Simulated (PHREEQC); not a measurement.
Solution (25 °C): 0.0135 mol/kgw H2SO4 and 1.8e-05 mol/kgw NiSO4. Closed to the air; pH follows from the charge balance.

Model: ion-association model, wateq4f.dat, run in PHREEQC.

This is a speciation only: nothing precipitates in the calculation.

Problem. Predict the pH.

Solution. pH 1.76.

Problem. In which forms is S present?

Solution. HSO4- 52 %, SO4-2 48 % of the S.
